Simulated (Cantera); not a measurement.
Cantera run, input and output.

```python
import numpy as np
import cantera as ct

gas = ct.Solution("gri30.yaml")
gas.TPX = 1075, 101325, {'CH4': 1, 'C2H6': 0.084, 'O2': 1.27, 'N2': 4.79, 'H2O': 1.5}
reactor = ct.IdealGasReactor(gas, energy="on", clone=False)
net = ct.ReactorNet([reactor])
net.rtol, net.atol = 1e-08, 1e-16
show = ['CH4', 'C2H6', 'O2', 'HO2', 'C2H4', 'NO2', 'C2H']
times = np.geomspace(3e-06, 7, 11)

steps = ct.SolutionArray(gas, extra=["t"])
rows = []
print(f"{'t/s':>10s}{'T/K':>9s}{'P/Pa':>11s}" + "".join(f"{s:>11s}" for s in show))
for t in times:
    while net.time < t:
        t_next = net.step()
        steps.append(gas.state, t=t_next)
    rows.append([np.interp(t, steps.t, y) for y in (steps.T, steps.P, *steps(*show).X.T)])
    print(f"{t:10.3e}{rows[-1][0]:9.1f}{rows[-1][1]:11.4g}" + "".join(f"{x:11.3e}" for x in rows[-1][2:]))
rate = np.gradient(steps.T, steps.t)
print("integrator steps:", len(steps.t))
if steps.T.max() > steps.T[0] + 200:
    print(f"time of steepest temperature rise: {steps.t[rate.argmax()]:.4e} s")
gas.TPX = 1075, 101325, {'CH4': 1, 'C2H6': 0.084, 'O2': 1.27, 'N2': 4.79, 'H2O': 1.5}
gas.equilibrate("UV")
print(f"equilibrium (UV): T = {gas.T:.1f} K  " + "  ".join(f"{s} {gas[s].X[0]:.3e}" for s in show))
```

Result:

```
       t/s      T/K       P/Pa        CH4       C2H6         O2        HO2       C2H4        NO2        C2H
 3.000e-06   1075.0  1.013e+05  1.157e-01  9.718e-03  1.469e-01  1.704e-10  9.291e-13  2.040e-34  2.417e-36
 1.300e-05   1075.0  1.013e+05  1.157e-01  9.718e-03  1.469e-01  7.638e-10  3.228e-11  8.043e-32  1.482e-33
 5.633e-05   1075.0  1.013e+05  1.157e-01  9.718e-03  1.469e-01  3.916e-09  8.177e-10  3.176e-29  7.878e-31
 2.441e-04   1075.0  1.013e+05  1.157e-01  9.718e-03  1.469e-01  2.769e-08  1.581e-08  1.703e-26  3.648e-28
 1.058e-03   1075.0  1.013e+05  1.157e-01  9.717e-03  1.469e-01  2.577e-07  2.503e-07  1.165e-23  1.709e-25
 4.583e-03   1075.0  1.013e+05  1.157e-01  9.712e-03  1.469e-01  2.276e-06  4.576e-06  1.564e-20  3.068e-22
 1.986e-02   1077.8  1.016e+05  1.152e-01  9.471e-03  1.464e-01  1.139e-05  2.917e-04  3.961e-16  1.699e-17
 8.604e-02   2350.4  2.494e+05  2.306e-11  1.228e-22  1.407e-05  1.423e-08  3.105e-18  1.487e-09  9.313e-18
 3.728e-01   2350.4  2.494e+05  2.306e-11  1.228e-22  1.406e-05  1.422e-08  3.106e-18  1.529e-09  9.314e-18
 1.615e+00   2350.4  2.494e+05  2.306e-11  1.228e-22  1.406e-05  1.422e-08  3.106e-18  1.529e-09  9.314e-18
 7.000e+00   2350.4  2.494e+05  2.306e-11  1.228e-22  1.406e-05  1.422e-08  3.106e-18  1.529e-09  9.314e-18
integrator steps: 2357
time of steepest temperature rise: 4.5555e-02 s
equilibrium (UV): T = 2350.4 K  CH4 2.632e-11  C2H6 1.537e-22  O2 1.406e-05  HO2 1.422e-08  C2H4 3.480e-18  NO2 1.529e-09  C2H 1.043e-17
```

Detailed kinetics in Cantera: GRI-Mech 3.0 (53 species, 325 reactions).
